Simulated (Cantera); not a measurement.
## Low-pressure radical oxidation in H2/O2

An isothermal, constant-pressure homogeneous reactor starts with H2 : O2 : N2 = 0.043 : 1 : 0.19 (molar parts), at 1050 K and 1330 Pa.

Model: the H2/O2 subset of GRI-Mech 3.0, which has no nitrogen chemistry, integrated in Cantera. Radical loss at walls, strong at low pressure, is not modelled. The temperature is held fixed by assumption; the heat of reaction is taken as removed at once.

| t (s) | x H2 | x O2 | x H | x HO2 | x O | x H2O2 | x OH |
|---|---|---|---|---|---|---|---|
| 0.000100 | 0.0349 | 0.811 | 7.53e-11 | 1.01e-10 | 3.39e-11 | <1e-12 | 2.89e-11 |
| 0.000282 | 0.0349 | 0.811 | 1.97e-10 | 2.86e-10 | 2.16e-10 | <1e-12 | 1.49e-10 |
| 0.000793 | 0.0349 | 0.811 | 1.07e-9 | 8.22e-10 | 1.95e-9 | <1e-12 | 1.09e-9 |
| 0.00223 | 0.0349 | 0.811 | 6.82e-8 | 4.04e-9 | 1.38e-7 | 2.00e-12 | 7.31e-8 |
| 0.00629 | 0.0230 | 0.803 | 0.00352 | 4.10e-6 | 0.00525 | 1.76e-7 | 0.00210 |
| 0.0177 | 0.000452 | 0.793 | 0.00384 | 3.95e-6 | 0.0145 | 6.33e-8 | 0.00125 |
| 0.0499 | 0.000177 | 0.802 | 0.000943 | 3.03e-6 | 0.00585 | 6.43e-8 | 0.000772 |
| 0.140 | 3.67e-5 | 0.806 | 8.92e-5 | 1.60e-6 | 0.00124 | 5.77e-8 | 0.000348 |
| 0.395 | 5.24e-6 | 0.807 | 5.07e-6 | 5.39e-7 | 0.000183 | 3.80e-8 | 0.000134 |
| 1.11 | 7.52e-7 | 0.808 | 2.98e-7 | 1.35e-7 | 2.76e-5 | 1.78e-8 | 5.21e-5 |
| 3.13 | 1.32e-7 | 0.808 | 2.36e-8 | 3.19e-8 | 5.09e-6 | 6.79e-9 | 2.24e-5 |
| 8.83 | 2.92e-8 | 0.808 | 2.60e-9 | 8.29e-9 | 1.17e-6 | 2.38e-9 | 1.07e-5 |
| 24.9 | 7.71e-9 | 0.808 | 3.66e-10 | 2.49e-9 | 3.16e-7 | 8.22e-10 | 5.59e-6 |
| 70.0 | 2.29e-9 | 0.808 | 6.07e-11 | 9.88e-10 | 9.54e-8 | 2.86e-10 | 3.07e-6 |
x: mole fraction; the columns are a selection and need not sum to one.

Equilibrium at this temperature and pressure: H2 1.25e-10, O2 0.808, H <1e-12, HO2 1.11e-9, O 5.24e-9, H2O2 1.91e-11, OH 7.18e-7 (gas phase only).
